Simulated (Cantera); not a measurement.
Adiabatic ignition

An adiabatic, constant-volume homogeneous reactor starts with CH4 : O2 : N2 = 1 : 4.65 : 17.5 (molar parts), equivalence ratio 0.43, at 1800 K and 101000 Pa.

Cantera simulation using GRI-Mech 3.0 (53 species, 325 reactions); the numbers are that mechanism's predictions, not measurements.

```tsv
t (s)	T (K)	P (bar)	x CH4	x O2	x CH3	x H2	x NO	x H	x C2H
1.00e-6	1800	1.01	0.0432	0.201	3.87e-6	6.04e-7	<1e-12	4.58e-7	<1e-12
2.86e-6	1800	1.01	0.0432	0.201	1.47e-5	2.16e-6	<1e-12	4.92e-7	<1e-12
8.18e-6	1800	1.01	0.0431	0.201	5.07e-5	7.16e-6	3.43e-12	5.82e-7	<1e-12
2.34e-5	1800	1.01	0.0430	0.201	0.000190	2.89e-5	1.83e-11	1.09e-6	<1e-12
6.69e-5	1806	1.02	0.0405	0.199	0.00124	0.000475	2.61e-10	1.64e-5	6.37e-11
0.000191	2584	1.48	<1e-12	0.109	<1e-12	0.00336	0.000440	0.00371	<1e-12
0.000548	2671	1.53	<1e-12	0.109	<1e-12	0.00237	0.00287	0.00203	<1e-12
0.00157	2663	1.52	<1e-12	0.106	<1e-12	0.00233	0.00849	0.00194	<1e-12
0.00448	2651	1.51	<1e-12	0.102	<1e-12	0.00226	0.0163	0.00183	<1e-12
0.0128	2645	1.51	<1e-12	0.101	<1e-12	0.00224	0.0196	0.00179	<1e-12
0.0367	2645	1.51	<1e-12	0.101	<1e-12	0.00224	0.0197	0.00178	<1e-12
0.105	2645	1.51	<1e-12	0.101	<1e-12	0.00224	0.0197	0.00178	<1e-12
0.300	2645	1.51	<1e-12	0.101	<1e-12	0.00224	0.0197	0.00178	<1e-12
```
x: mole fraction; the columns are a selection and need not sum to one.

```yaml
time_of_steepest_temperature_rise: 0.104 ms
temperature at 0.300 s: 2645 K
equilibrium_temperature: 2645 K
x(CH4) at 0.300 s: <1e-12 (gas-phase equilibrium <1e-12)
x(O2) at 0.300 s: 0.101 (gas-phase equilibrium 0.101)
x(CH3) at 0.300 s: <1e-12 (gas-phase equilibrium <1e-12)
```
